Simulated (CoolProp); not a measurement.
Vapour-liquid equilibrium of ammonia (1) + benzene (2) at 287.6 K; x and y are mole fractions of (1).

Computed with CoolProp (multi-fluid Helmholtz-energy mixture model, Gao 2020 and Thol 2012; pair parameters Bell 2016).

```csv
x,"bubble pressure, mixture model (MPa)","bubble pressure, Raoult's law (MPa)","y, mixture model","y, Raoult's law"
0.05,0.1153,0.04300,0.934,0.831
0.2,0.3735,0.1491,0.980,0.959
0.35,0.5093,0.2552,0.986,0.981
0.5,0.5596,0.3613,0.988,0.989
0.65,0.5808,0.4674,0.989,0.994
0.8,0.6130,0.5735,0.991,0.997
0.95,0.6813,0.6796,0.996,0.999
```

The largest gap from Raoult's law is +168.1 % in bubble pressure, at x = 0.05. No azeotrope shows between x = 0.05 and 0.95.

Pair parameters are fitted to limited data, so mixtures are less certain than the pure fluids. With so large a gap from Raoult's law the liquid may split in two, which this calculation doesn't test in full.
